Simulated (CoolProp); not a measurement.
A single-stage vapour-compression cycle with the fluid: evaporating at 262.15 K (dew point), condensing at 330.15 K (bubble point), superheat 5 K, subcooling 2 K, compressor efficiency 0.8, no pressure losses. The same conditions are run with several fluids, on thermodynamics alone (safety and materials aside).

Model: reference Helmholtz-energy equation of state of each fluid (isobutene: Lemmon 2005; fluoroethane (R161): Wu 2012; R1336mzz(E): Akasaka 2023; R143a: Lemmon and Jacobsen 2000; R245fa: Akasaka 2015; R22: Kamei 1995), in CoolProp.

Q: Rank isobutene, fluoroethane (R161), R1336mzz(E), R143a, R245fa, R22 by cooling COP, highest first.

A: isobutene (2.27), R245fa (2.25), fluoroethane (R161) (2.19), R22 (2.15), R1336mzz(E) (2.01), R143a (1.73)

```tsv
fluid	pressure ratio	discharge temperature (K)	refrigerating effect (kJ/kg)	volumetric capacity (kJ/m³)
isobutene	8.41	345.3	246	557
fluoroethane (R161)	6.79	373.6	249	1730
R1336mzz(E)	11.9	330.1	84.6	282
R143a	6.22	352.4	93.5	1740
R245fa	13.5	340.3	128	246
R22	6.64	379.4	134	1940
```

The compression ends wet for: R1336mzz(E).
